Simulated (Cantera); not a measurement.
Feed: 1 mol V₂O₃, 50 mol H₂, 0.14 mol H₂O, equilibrated at 0.133 bar.

These are equilibrium values from Cantera (NASA tables, ideal gas, pure condensed phases), not measurements of a reactor. Candidate condensed phases: H₂O, V, VO, V₂O₃, V₂O₄, V₂O₅; 12 gas species. Mutual solubility and eutectic melting of coexisting phases are not modelled. VO: taken at fixed stoichiometry. Condensed phases not in the tables: the oxides between V₂O₃ and V₂O₅ other than VO₂. Rates play no part.

Problem. At 1427 °C, list the 3 most abundant gas species with their mole fractions, and the condensed phases.

Solution. H₂ 0.990, H₂O 0.00963, H 0.000402. Condensed: VO(s) + V₂O₃(s).
